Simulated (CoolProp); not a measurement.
CHF3 (R23) along the isotherm 201.85 °C: density (kg/m³) from the reference equation and from simpler models built on Tc = 26.1 °C, pc = 4.832 MPa, ω = 0.263; each cubic takes its own stable root.

Model: reference Helmholtz-energy equation of state, Penoncello 2003, in CoolProp.

| p (MPa) | phase | reference | van der Waals | Soave-Redlich-Kwong |
|---|---|---|---|---|
| 1.01 | gas | 18.13 | 18.24 | 18.07 |
| 2.01 | gas | 36.54 | 37.01 | 36.29 |
| 3.02 | gas | 55.59 | 56.71 | 54.98 |
| 4.03 | gas | 75.08 | 77.20 | 73.93 |
| 5.03 | supercritical | 94.81 | 98.30 | 92.92 |
| 6.04 | supercritical | 115.1 | 120.4 | 112.3 |
| 7.05 | supercritical | 135.9 | 143.4 | 131.8 |
| 8.05 | supercritical | 156.7 | 166.9 | 151.1 |
| 9.06 | supercritical | 178.1 | 191.4 | 170.7 |
| 10.1 | supercritical | 200.3 | 217.1 | 190.9 |
| 11.1 | supercritical | 221.9 | 242.0 | 210.1 |
| 12.1 | supercritical | 243.5 | 267.0 | 229.3 |
